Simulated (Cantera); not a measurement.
An adiabatic, constant-pressure homogeneous reactor starts with H₂ : O₂ : N₂ : NO = 1 : 0.294 : 1.11 : 0.0039 (molar parts), at 1750 K and 3.40 bar.

Detailed kinetics in Cantera: GRI-Mech 3.0 (53 species, 325 reactions). The hydrogen kinetics of GRI-Mech 3.0 are dated; newer H2 mechanisms differ, most at raised pressure. Above 3000 K some thermodynamic fits are extrapolated.

x: mole fraction; the columns are a selection and need not sum to one.

```csv
t (s),T (K),x H₂,x O₂,x NO,x OH,x HO₂,x H
2.00e-6,1899,0.243,0.0523,[?],0.0117,6.87e-5,0.0977
9.71e-6,2776,0.175,0.00301,[?],0.0237,3.89e-6,0.0662
4.72e-5,3028,0.183,0.00132,[?],0.0184,2.11e-6,0.0405
0.000229,3027,0.184,0.00127,0.00295,0.0181,2.05e-6,0.0401
0.00111,3027,0.184,0.00127,0.00308,0.0181,2.04e-6,0.0401
0.00540,3027,0.184,0.00127,0.00308,0.0181,2.04e-6,0.0401
0.0262,3027,0.184,0.00127,0.00308,0.0181,2.04e-6,0.0401
0.127,3027,0.184,0.00127,0.00308,0.0181,2.04e-6,0.0401
0.618,3027,0.184,0.00127,0.00308,0.0181,2.04e-6,0.0401
3.00,3027,0.184,0.00127,0.00308,0.0181,2.04e-6,0.0401
```

Problem. Fill in the missing entries.

Solution. 
- 2.00e-6, x NO: 0.00163
- 9.71e-6, x NO: 0.00184
- 4.72e-5, x NO: 0.00224
